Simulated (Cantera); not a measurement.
Feed: 1 mol CH₄, 0.019 mol O₂, 2 mol H₂, held at 9600 Pa.

Method: chemical equilibrium by Gibbs-energy minimisation in Cantera with the NASA 1993 tables (ideal gas, pure condensed phases). Candidate condensed phases: C, C₆H₆, C₇H₈, C₈H₁₈, H₂O; 131 gas species. Ions and electrons are included (thermal ionisation). The numbers say what is thermodynamically allowed, not how fast it happens.

Q: At 3750 K, list the 7 most abundant gas species with their mole fractions, and the condensed phases.

A: H 0.857, H₂ 0.0701, C 0.0335, C₃ 0.0178, C₂ 0.00980, C₂H 0.00545, CO 0.00477. Condensed: gas only.
